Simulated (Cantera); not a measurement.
# Catalytic combustion on Pt

An isothermal plug-flow reactor at 873 K and 26000 Pa (inlet), inlet velocity 1.1 m/s, active area per volume 46 1/m; feed 0.393 % H2, 2.58 % O2, 97.0 % N2, equivalence ratio 0.076.

Model: Deutschmann's 1995 Pt surface mechanism with GRI-Mech 3.0 gas chemistry, integrated in Cantera. Catalytic surfaces can have several steady states; this one follows from the mechanism file's or the stated starting coverage. Mass transfer to the wall is taken as infinitely fast.

| z (m) | x H2 | x O2 | x H2O | θ free Pt | θ O* |
|---|---|---|---|---|---|
| 0.00033 | 0.00337 | 0.0255 | 0.000560 | 0.298 | 0.701 |
| 0.00055 | 0.00307 | 0.0254 | 0.000867 | 0.283 | 0.716 |
| 0.00092 | 0.00264 | 0.0252 | 0.00130 | 0.264 | 0.735 |
| 0.0015 | 0.00212 | 0.0249 | 0.00182 | 0.244 | 0.755 |
| 0.0026 | 0.00145 | 0.0246 | 0.00249 | 0.222 | 0.777 |
| 0.0043 | 0.000845 | 0.0243 | 0.00309 | 0.205 | 0.794 |
| 0.0072 | 0.000358 | 0.0240 | 0.00358 | 0.193 | 0.806 |
| 0.012 | 9.19e-5 | 0.0239 | 0.00385 | 0.188 | 0.811 |
| 0.02 | 9.88e-6 | 0.0239 | 0.00393 | 0.186 | 0.813 |
| 0.033 | 2.67e-7 | 0.0239 | 0.00394 | 0.186 | 0.813 |
x: gas mole fraction; θ: surface coverage.
